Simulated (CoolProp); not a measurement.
A single-stage vapour-compression cycle with R21: evaporating at 250.15 K (dew point), condensing at 303.15 K (bubble point), superheat 0 K, subcooling 5 K, compressor efficiency 0.6, no pressure losses. Each further row changes one setting.

Computed with CoolProp (reference Helmholtz-energy equation of state, Platzer 1990). This equation is an older, rougher fit; its heat capacities, sound speeds and derivatives of the liquid may be far off and weren't checked against measurements.

| case | cooling COP | pressure ratio | discharge temperature (K) | refrigerating effect (kJ/kg) | volumetric capacity (kJ/m³) |
|---|---|---|---|---|---|
| as stated | 2.46 | 8.81 | 389.9 | 207 | 254 |
| evaporating temperature 255.15 K | … | 6.86 | 379.3 | … | … |
| condensing temperature 298.15 K | 2.76 | … | 378.6 | 212 | 260 |
| subcooling 10 K | 2.52 | 8.81 | 389.9 | 212 | 260 |
| superheat 10 K | 2.43 | 8.81 | 402.7 | 212 | 250 |
| compressor efficiency 0.5 | 2.05 | 8.81 | 413.9 | 207 | 254 |

### Question
Complete the blanks.

### Answer

- evaporating temperature 255.15 K, cooling COP: 2.82
- evaporating temperature 255.15 K, refrigerating effect (kJ/kg): 209
- evaporating temperature 255.15 K, volumetric capacity (kJ/m³): 324
- condensing temperature 298.15 K, pressure ratio: 7.45
